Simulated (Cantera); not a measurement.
Input: 1 mol SiC, 0.14 mol N2O, 260 mol N2, at 82.0 Pa.

Equilibrium computed with Cantera from the NASA thermochemical tables; the gas is ideal and each condensed phase is pure. Candidate condensed phases: C, Si, SiC, SiO2, Si2N2O, Si3N4; 34 gas species. Mutual solubility and eutectic melting of coexisting phases are not modelled. Kinetics and transport are ignored.

Q: What share of the Si ends up in condensed phases as a function of T (K), at 1173, 1223, 1273, 1323, 1373, 1423, 1473, 1523, 1573, 1623, 1673, 1723?

A: 
```csv
T (K),Si condensed (%),as
1173,100.0,Si2N2O(s) + Si3N4(s)
1223,100.0,Si2N2O(s) + Si3N4(s)
1273,100.0,SiC(s) + Si2N2O(s)
1323,100.0,SiC(s) + Si2N2O(s)
1373,99.8,SiC(s) + Si2N2O(s)
1423,99.0,SiC(s) + Si2N2O(s)
1473,95.7,SiC(s) + Si3N4(s)
1523,92.9,SiC(s)
1573,92.8,SiC(s)
1623,92.5,SiC(s)
1673,91.7,SiC(s)
1723,90.3,SiC(s)
```
